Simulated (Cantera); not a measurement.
What does this Cantera script print?

```python
import numpy as np
import cantera as ct

gas_names = """
    Cr CrN CrO CrO2 CrO3 H HNO HNO2 HNO3 HO2 H2 H2O H2O2 N NH NH2 NH3 NH2OH NO NO2 NO3 N2 N2H2 N2H4 N2O
    O OH O2 O3
""".split()
cond_names = """
    Cr(cr) Cr(L) CrN(s) Cr2N(s) Cr2O3(s) Cr2O3(L) H2O(s) H2O(L)
""".split()


# ... load() reads the species with a 1 bar reference pressure and builds the phases ...
atoms = {
    'Cr': {'Cr': 1},
    'N2O': {'N': 2, 'O': 1},
    'H2': {'H': 2},
    'O2': {'O': 2},
}
top_T = {'CrN(s)': 1900, 'Cr2N(s)': 1900}  # K; cautious upper limits of use, not melting points


# ... equilibrate(T, P, feed) seeds the gas with the atoms and calls Mixture.equilibrate('TP', solver="vcs", rtol=1e-11, max_steps=5000) ...
results = []
feed = {'Cr': 1, 'N2O': 20, 'H2': 2.1, 'O2': 0.14}  # mol
P = 2.9  # Pa
for T in [1723, 1873, 2023, 2173, 2323, 2473, 2623, 2773]:
    mix = equilibrate(T, P, feed)
    results.append((T, P, feed, dict(zip(mix.species_names, mix.species_moles))))

top = {s: max(r[3][s] / sum(r[3][g] for g in gas_names) for r in results) for s in gas_names}
cols = sorted((s for s in top if top[s] > 0.0001), key=lambda s: -top[s])[:6]
seen = [c for c in cond_names if any(r[3].get(c, 0) > 1e-12 for r in results)]
print("log10 of partial pressures in bar; condensed amounts in mol")
print(f"{'T/K':>10s}" + "".join(f"{s[:9]:>10s}" for s in cols + seen))
for T, P, feed, n in results:
    ng = sum(n[g] for g in gas_names)
    print(f"{T:10.4g}" + "".join(f"{np.log10(max(n[s] / ng * P / 1e5, 1e-99)):10.3f}" for s in cols)
          + "".join(f"{n.get(c, 0):10.4g}" for c in seen))
```

It prints:

```
log10 of partial pressures in bar; condensed amounts in mol
       T/K        N2         O        O2         H       H2O        Cr  Cr2O3(s)
      1723    -4.723    -6.801    -5.111    -7.620    -5.724   -11.106    0.4901
      1873    -4.733    -6.195    -5.138    -6.791    -5.785    -8.801    0.3585
      2023    -4.763    -5.702    -5.207    -6.142    -5.980    -7.344         0
      2173    -4.805    -5.313    -5.339    -5.736    -6.492    -6.723         0
      2323    -4.852    -5.059    -5.625    -5.598    -7.455    -6.387         0
      2473    -4.881    -4.942    -6.090    -5.576    -8.610    -6.254         0
      2623    -4.891    -4.905    -6.634    -5.573    -9.733    -6.212         0
      2773    -4.894    -4.895    -7.166    -5.572   -10.762    -6.201         0
```

Method: chemical equilibrium by Gibbs-energy minimisation in Cantera with the NASA 1993 tables (ideal gas, pure condensed phases).
